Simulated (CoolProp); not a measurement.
Saturation properties of carbon dioxide.

Computed with CoolProp (reference Helmholtz-energy equation of state, Span 1996).

```csv
T (K),p (MPa),liquid cp (kJ/(kg K)),liquid viscosity (µPa s),liquid conductivity (mW/(m K))
237.7,1.184,2.037,179,151
240.6,1.309,2.055,171,148
243.4,1.440,2.075,163,144
246.3,1.585,2.098,156,141
249.2,1.740,2.124,149,137
252.1,1.907,2.154,142,134
254.9,2.078,2.186,136,131
257.8,2.267,2.223,130,127
260.7,2.469,2.266,124,124
263.5,2.675,2.314,118,121
266.4,2.902,2.370,113,117
269.3,3.143,2.436,107,114
272.2,3.398,2.514,102,110
275,3.659,2.603,97.2,107
277.9,3.944,2.716,92.3,103
```

Viscosity comes from a separate model (Laesecke 2017). Thermal conductivity comes from a separate model (Huber 2016).
